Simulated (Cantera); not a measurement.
Input: 1 mol SiHCl3, 0.02 mol CH4, 14 mol H2, 0.8 mol C2H4, at 133 Pa.

Cantera equilibrium calculation (NASA polynomials, part measured and part estimated; ideal gas, pure solids and liquids). Candidate condensed phases: C, C6H6, C7H8, C8H18, Si, SiC; 109 gas species. Gases not in the tables: Si2H6 and higher silanes. The numbers say what is thermodynamically allowed, not how fast it happens.

Question: Which condensed phases are stable at each of these points (T (K)): 1125, 1225, 1325, 1425, 1525, 1625, 1725, 1825, 1925, 2025, 2125, 2225?

Answer: 
```
T (K)      condensed phases  Si condensed (%)
-----  --------------------  ----------------
1125   C(graphite) + SiC(s)              99.5
1225   C(graphite) + SiC(s)              99.6
1325   C(graphite) + SiC(s)              99.4
1425   C(graphite) + SiC(s)              99.0
1525   C(graphite) + SiC(s)              98.4
1625   C(graphite) + SiC(s)              97.6
1725   C(graphite) + SiC(s)              96.6
1825   C(graphite) + SiC(s)              95.2
1925   C(graphite) + SiC(s)              92.8
2025   C(graphite) + SiC(s)              86.6
2125   C(graphite) + SiC(s)              65.0
2225            C(graphite)               0.0
```

From 1125 K to 2125 K the condensed part is C(graphite) + SiC(s). At 2225 K the condensed part is C(graphite).
